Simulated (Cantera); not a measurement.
Counterflow diffusion flame

A counterflow diffusion flame at 0.470 bar, nozzles 20 mm apart: fuel side 45.5 % CH4, 54.5 % N2 at 500 K, oxidiser side 25.0 % O2, 75.0 % N2 at 425 K, fuel mass flux 0.91 times the oxidiser's; mixture-averaged transport, no radiation.

Detailed kinetics in Cantera: GRI-Mech 3.0 (53 species, 325 reactions). GRI-Mech 3.0 has no aromatics or soot, which form on the fuel side of real flames. The maximum strain rate includes the flame's own expansion and is several times the mean.

```json
[
 {"oxidiser flux (kg/m²/s)": "0.12", "max strain (1/s)": "173", "mean strain (1/s)": "36.9", "T max (K)": "2045", "peak x OH": "0.00868", "peak x H": "0.00557", "peak x NO": "0.000241", "peak x CO": "0.0561", "peak x C2H2": "0.00913"},
 {"oxidiser flux (kg/m²/s)": "0.15", "max strain (1/s)": "210", "mean strain (1/s)": "46.2", "T max (K)": "2033", "peak x OH": "0.00857", "peak x H": "0.00570", "peak x NO": "0.000224", "peak x CO": "0.0557", "peak x C2H2": "0.00885"},
 {"oxidiser flux (kg/m²/s)": "0.2", "max strain (1/s)": "271", "mean strain (1/s)": "61.6", "T max (K)": "2018", "peak x OH": "0.00840", "peak x H": "0.00584", "peak x NO": "0.000200", "peak x CO": "0.0552", "peak x C2H2": "0.00846"},
 {"oxidiser flux (kg/m²/s)": "0.26", "max strain (1/s)": "342", "mean strain (1/s)": "80.0", "T max (K)": "2006", "peak x OH": "0.00826", "peak x H": "0.00597", "peak x NO": "0.000178", "peak x CO": "0.0550", "peak x C2H2": "0.00808"},
 {"oxidiser flux (kg/m²/s)": "0.33", "max strain (1/s)": "424", "mean strain (1/s)": "102", "T max (K)": "1994", "peak x OH": "0.00810", "peak x H": "0.00606", "peak x NO": "0.000157", "peak x CO": "0.0549", "peak x C2H2": "0.00771"},
 {"oxidiser flux (kg/m²/s)": "0.44", "max strain (1/s)": "550", "mean strain (1/s)": "135", "T max (K)": "1975", "peak x OH": "0.00780", "peak x H": "0.00610", "peak x NO": "0.000129", "peak x CO": "0.0548", "peak x C2H2": "0.00709"},
 {"oxidiser flux (kg/m²/s)": "0.57", "max strain (1/s)": "697", "mean strain (1/s)": "175", "T max (K)": "1956", "peak x OH": "0.00748", "peak x H": "0.00606", "peak x NO": "0.000104", "peak x CO": "0.0548", "peak x C2H2": "0.00642"},
 {"oxidiser flux (kg/m²/s)": "0.73", "max strain (1/s)": "874", "mean strain (1/s)": "225", "T max (K)": "1935", "peak x OH": "0.00711", "peak x H": "0.00595", "peak x NO": "8.07e-5", "peak x CO": "0.0550", "peak x C2H2": "0.00567"},
 {"oxidiser flux (kg/m²/s)": "0.95", "max strain (1/s)": "1110", "mean strain (1/s)": "292", "T max (K)": "1907", "peak x OH": "0.00657", "peak x H": "0.00567", "peak x NO": "5.63e-5", "peak x CO": "0.0552", "peak x C2H2": "0.00469"}
]
```
x: mole fraction; the columns are a selection and need not sum to one.
